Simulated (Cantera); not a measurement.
Input (Python, Cantera) and output of one run.

```python
import numpy as np
import cantera as ct

gas_names = """
    CL CLO CL2 H HCL HOCL HO2 H2 H2O H2O2 O OH O2 O3 Ti TiCL TiCL2 TiCL3 TiCL4 TiO TiOCL TiOCL2 TiO2
""".split()
cond_names = """
    H2O(s) H2O(L) Ti(a) Ti(b) Ti(L) TiCL2(s) TiCL3(s) TiCL4(L) TiO(a) TiO(b) TiO(L) TiO2(ru) TiO2(L)
    Ti2O3(a) Ti2O3(b) Ti2O3(L) Ti3O5(a) Ti3O5(b) Ti3O5(L) Ti4O7(s) Ti4O7(L)
""".split()


# ... load() reads the species with a 1 bar reference pressure and builds the phases ...
atoms = {
    'TiCl4': {'Ti': 1, 'CL': 4},
    'H2O': {'H': 2, 'O': 1},
    'H2': {'H': 2},
}
top_T = {'TiCL2(s)': 1300, 'TiCL3(s)': 1000}  # K; cautious upper limits of use, not melting points


# ... equilibrate(T, P, feed) seeds the gas with the atoms and calls Mixture.equilibrate('TP', solver="vcs", rtol=1e-11, max_steps=5000) ...
results = []
P = 1100  # Pa
for T in [1198, 1298, 1398, 1498, 1598, 1698, 1798, 1898, 1998, 2098]:
    for m in [47, 62, 77, 92, 110, 120, 140, 150, 170, 180, 200]:
        feed = {'TiCl4': 1, 'H2O': 5.1, 'H2': m}  # mol
        mix = equilibrate(T, P, feed)
        results.append((T, P, feed, dict(zip(mix.species_names, mix.species_moles))))

for T, P, feed, n in results:
    print(f"{T:7g} {feed['H2']:10.4g}  " + (" + ".join(c for c in cond_names if n.get(c, 0) > 1e-12) or "gas only"))
```

It prints:

```
   1198         47  TiO2(ru)
   1198         62  TiO2(ru)
   1198         77  TiO2(ru)
   1198         92  TiO2(ru)
   1198        110  TiO2(ru)
   1198        120  TiO2(ru)
   1198        140  TiO2(ru)
   1198        150  TiO2(ru)
   1198        170  TiO2(ru)
   1198        180  TiO2(ru)
   1198        200  TiO2(ru)
   1298         47  TiO2(ru)
   1298         62  TiO2(ru)
   1298         77  TiO2(ru)
   1298         92  TiO2(ru)
   1298        110  TiO2(ru)
   1298        120  TiO2(ru)
   1298        140  TiO2(ru)
   1298        150  TiO2(ru)
   1298        170  TiO2(ru)
   1298        180  TiO2(ru)
   1298        200  TiO2(ru)
   1398         47  TiO2(ru)
   1398         62  TiO2(ru)
   1398         77  TiO2(ru)
   1398         92  TiO2(ru)
   1398        110  TiO2(ru)
   1398        120  TiO2(ru)
   1398        140  TiO2(ru)
   1398        150  TiO2(ru)
   1398        170  TiO2(ru)
   1398        180  TiO2(ru)
   1398        200  TiO2(ru)
   1498         47  TiO2(ru)
   1498         62  TiO2(ru)
   1498         77  TiO2(ru)
   1498         92  TiO2(ru)
   1498        110  TiO2(ru)
   1498        120  TiO2(ru)
   1498        140  TiO2(ru)
   1498        150  TiO2(ru)
   1498        170  TiO2(ru)
   1498        180  TiO2(ru)
   1498        200  TiO2(ru) + Ti4O7(s)
   1598         47  TiO2(ru)
   1598         62  TiO2(ru)
   1598         77  TiO2(ru)
   1598         92  TiO2(ru)
   1598        110  Ti4O7(s)
   1598        120  Ti4O7(s)
   1598        140  Ti4O7(s)
   1598        150  Ti4O7(s)
   1598        170  Ti4O7(s)
   1598        180  Ti4O7(s)
   1598        200  Ti4O7(s)
   1698         47  TiO2(ru)
   1698         62  Ti4O7(s)
   1698         77  Ti4O7(s)
   1698         92  Ti4O7(s)
   1698        110  Ti4O7(s)
   1698        120  Ti4O7(s)
   1698        140  Ti4O7(s)
   1698        150  Ti4O7(s)
   1698        170  Ti3O5(b) + Ti4O7(s)
   1698        180  Ti3O5(b)
   1698        200  Ti3O5(b)
   1798         47  Ti4O7(s)
   1798         62  Ti4O7(s)
   1798         77  Ti4O7(s)
   1798         92  Ti3O5(b)
   1798        110  Ti3O5(b)
   1798        120  Ti3O5(b)
   1798        140  Ti3O5(b)
   1798        150  Ti3O5(b)
   1798        170  Ti3O5(b)
   1798        180  Ti3O5(b)
   1798        200  Ti3O5(b)
   1898         47  Ti3O5(b)
   1898         62  Ti3O5(b)
   1898         77  Ti3O5(b)
   1898         92  Ti3O5(b)
   1898        110  Ti3O5(b)
   1898        120  Ti3O5(b)
   1898        140  Ti3O5(b)
   1898        150  Ti3O5(b)
   1898        170  Ti3O5(b)
   1898        180  Ti3O5(b)
   1898        200  Ti3O5(b)
   1998         47  Ti4O7(L)
   1998         62  Ti4O7(L)
   1998         77  Ti3O5(b)
   1998         92  Ti3O5(b)
   1998        110  Ti3O5(b)
   1998        120  Ti3O5(b)
   1998        140  Ti3O5(b)
   1998        150  Ti3O5(b)
   1998        170  Ti3O5(b)
   1998        180  Ti3O5(b)
   1998        200  Ti3O5(b)
   2098         47  Ti4O7(L)
   2098         62  Ti4O7(L)
   2098         77  Ti4O7(L)
   2098         92  Ti4O7(L)
   2098        110  Ti4O7(L)
   2098        120  Ti3O5(L)
   2098        140  Ti3O5(L)
   2098        150  Ti3O5(L)
   2098        170  Ti3O5(L)
   2098        180  Ti3O5(L)
   2098        200  Ti3O5(L)
```

Equilibrium computed with Cantera from the NASA thermochemical tables; the gas is ideal and each condensed phase is pure. Mutual solubility and eutectic melting of coexisting phases are not modelled. The tables' values for TiCl2 are old estimates. Condensed phases not in the tables: Magnéli phases beyond Ti4O7, TiOCl.
